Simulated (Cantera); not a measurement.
Input: 1 mol Si3N4, 0.0011 mol H2O, 9.7 mol H2, 0.0037 mol O2, at 1.30 mbar.

Method: chemical equilibrium by Gibbs-energy minimisation in Cantera with the NASA 1993 tables (ideal gas, pure condensed phases). Candidate condensed phases: H2O, Si, SiO2, Si2N2O, Si3N4; 35 gas species. Mutual solubility and eutectic melting of coexisting phases are not modelled. The tables' values for SiN are old estimates; treat these amounts as uncertain. Gases not in the tables: Si2H6 and higher silanes. Rates play no part.

x: gas mole fraction; n: condensed amount in mol.

```
T (°C)   x H2      x N2       x H      x Si     x SiO  n Si2N2O(s)  n Si3N4(s)  n Si(s)  n Si(l)
------  -----  --------  --------  --------  --------  -----------  ----------  -------  -------
900     1.000  0.000292   3.27e-6  3.83e-11   7.66e-9      0.00850       0.994        0        0
975     1.000  0.000292         …         …         …      0.00850       0.994        0        0
1050    0.999         …         …         …         …      0.00845       0.992        …        0
1125    0.996   0.00422  0.000131   5.99e-7   4.64e-5      0.00805       0.975   0.0571        0
1200    0.978    0.0212  0.000347   4.21e-6  0.000341      0.00512       0.892    0.310        0
1275    0.907    0.0910  0.000814   2.44e-5  0.000795            0       0.514     1.45        0
1350    0.827     0.171   0.00174  0.000120  0.000725            0           0     2.99        0
1425    0.825     0.170   0.00364  0.000505  0.000724            0           0        0     2.98
1500    0.820     0.170   0.00715   0.00164  0.000722            0           0        0     2.97
1575    0.812     0.169    0.0133   0.00483  0.000717            0           0        0     2.93
1650    0.796     0.166    0.0233    0.0130  0.000708            0           0        0     2.82
1725    0.765     0.162    0.0389    0.0327  0.000687            0           0        0     2.56
```

**Question.** Complete the blanks.

**Answer.** 
- 975, x H: 1.30e-5
- 975, x Si: 2.76e-9
- 975, x SiO: 2.78e-7
- 1050, x N2: 0.000694
- 1050, x H: 4.40e-5
- 1050, x Si: 6.82e-8
- 1050, x SiO: 4.99e-6
- 1050, n Si(s): 0.00584
